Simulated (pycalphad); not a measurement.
**Effect of Si content in Ti-Si-V**

All values are pycalphad results on the COST 507 light-alloy database (1999) (1 atm), not direct measurements. The data set is of 1999 and partly superseded. Not assessed as a whole: an extrapolation from subsystems, which can miss ternary compounds. Amounts are mole fractions of atoms.

| alloy | liquidus (K) | first solid | solidus (K) | phases at 1050 K |
|---|---|---|---|---|
| Ti-0.72Si-0.7V (at.%) | 1925 | BCC_A2 | 1844 | HCP_A3 0.99, SITI3 0.01 |
| Ti-0.96Si-0.7V (at.%) | 1921 | BCC_A2 | 1816 | HCP_A3 0.98, SITI3 0.02 |
| Ti-1.44Si-0.7V (at.%) | 1913 | BCC_A2 | 1770 | HCP_A3 0.96, SITI3 0.04 |
| Ti-2.88Si-0.7V (at.%) | 1888 | BCC_A2 | 1684 | HCP_A3 0.89, SITI3 0.10, BCC_A2 0.01 |
| Ti-3.84Si-0.7V (at.%) | 1871 | BCC_A2 | 1647 | HCP_A3 0.85, SITI3 0.14, BCC_A2 0.01 |

Database names, with the compositions (at.%) that they take in these runs: SITI3: Ti 75 Si 25. BCC_A2 is bcc; HCP_A3 is hcp.
